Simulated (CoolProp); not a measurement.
Computed with CoolProp (reference Helmholtz-energy equation of state, Lemmon 2006). It is a short technical equation, of lower accuracy than the large ones.

For acetone, give the phase and the cp (kJ/(kg K)), cv (kJ/(kg K)) at 550 K and 0.371 bar; 550 K and 0.578 bar; 550 K and 20 bar.


- 550 K and 0.371 bar: gas; cp 1.99, cv 1.85
- 550 K and 0.578 bar: gas; cp 2.00, cv 1.85
- 550 K and 20 bar: gas; cp 2.21, cv 1.93
